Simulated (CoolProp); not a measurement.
Fluorine along the isobar 3.68 MPa: Z from the reference equation and from simpler models built on Tc = -128.7 °C, pc = 5.240 MPa, ω = 0.045; each cubic takes its own stable root.

Values from CoolProp's reference Helmholtz-energy equation of state, de Reuck 1990.

```csv
T (°C),phase,reference
-165.55,liquid,0.1165
-146.35,liquid,0.1156
-127.05,gas,0.7172
-107.85,gas,0.8299
-88.55,gas,0.8876
-69.35,gas,0.9221
-50.15,gas,0.9446
-30.85,gas,0.9601
-11.65,gas,0.9712
7.65,gas,0.9794
26.85,gas,0.9856
```

Q: How far does each simpler model (van der Waals, Redlich-Kwong) lie from the reference over these 11 states: mean and median of the absolute difference, and the worst?

A: 
- van der Waals: mean 9.4 %, median 1.3 %, worst +46.8 % at -146.35 °C and 3.68 MPa
- Redlich-Kwong: mean 1.1 %, median 0.5 %, worst +6.8 % at -146.35 °C and 3.68 MPa
